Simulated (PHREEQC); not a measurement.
Dissolve 160 mmol/kgw H2SO4, 0.83 mmol/kgw MnSO4 and 28 mmol/kgw Fe2(SO4)3 at 20 °C. Closed to the air; pH follows from the charge balance.

All values are PHREEQC results (ion-association model, phreeqc.dat), not measurements.

No solid was allowed to form.

**Question.** Order these Fe species by the share of Fe that they hold, largest first: Fe+3, FeSO4+, Fe(SO4)2-, FeHSO4+2.

**Answer.** FeSO4+ (48 %), FeHSO4+2 (38 %), Fe(SO4)2- (10 %), Fe+3 (3.1 %)

The pH is 0.92 and the ionic strength 0.297 mol/kgw. Saturation is exceeded, for instance for Hematite (slow to form); the values hold only as long as no solid forms.
